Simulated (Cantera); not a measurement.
# Ignition delay

Mixture: 5.43 % C3H8, 26.6 % O2, 67.9 % N2, at 0.680 bar, adiabatic and at constant volume. Ignition delay is the time to a rise of 400 K.

Model: GRI-Mech 3.0 (53 species, 325 reactions), integrated in Cantera. GRI-Mech 3.0 was tuned for natural gas; its chemistry of propane as a main component is partial and can be far from experiment.

```tsv
T0 (K)	delay (ms)
1025	308
1100	50.6
1175	9.27
1250	2.07
1325	0.583
1400	0.208
1475	0.0910
```

- apparent activation energy between 1325 and 1475 K: 200 kJ/mol
